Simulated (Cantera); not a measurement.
A freely propagating, adiabatic, planar premixed flame of CH4 : CO : O2 : N2 = 1 : 0.14 : 3.09 : 11.6 (molar parts), equivalence ratio 0.67, unburnt at 400 K and 280000 Pa; mixture-averaged transport, grid criteria slope 0.08 and curve 0.16, no radiation.

Detailed kinetics in Cantera: GRI-Mech 3.0 (53 species, 325 reactions). Burning velocities carry a grid error of a few per cent, more on coarse grids.

**Question.** What does this change do: N2 11.6 to 9.3 parts?

**Answer.** 
```
quantity                     before      after
------------------------  ---------  ---------
laminar burning velocity  20.0 cm/s  35.6 cm/s
thermal thickness          0.309 mm   0.200 mm
peak x(CH3)                0.000506   0.000894
peak x(CH2O)               0.000943    0.00120
```

**Question.** What does this change do: inlet temperature 400 to 323 K?

**Answer.** 
```json
[
 {"quantity": "laminar burning velocity", "before": "20.0 cm/s", "after": "12.6 cm/s"},
 {"quantity": "thermal thickness", "before": "0.309 mm", "after": "0.372 mm"},
 {"quantity": "peak x(CH3)", "before": "0.000506", "after": "0.000414"},
 {"quantity": "peak x(CH2O)", "before": "0.000943", "after": "0.000891"}
]
```
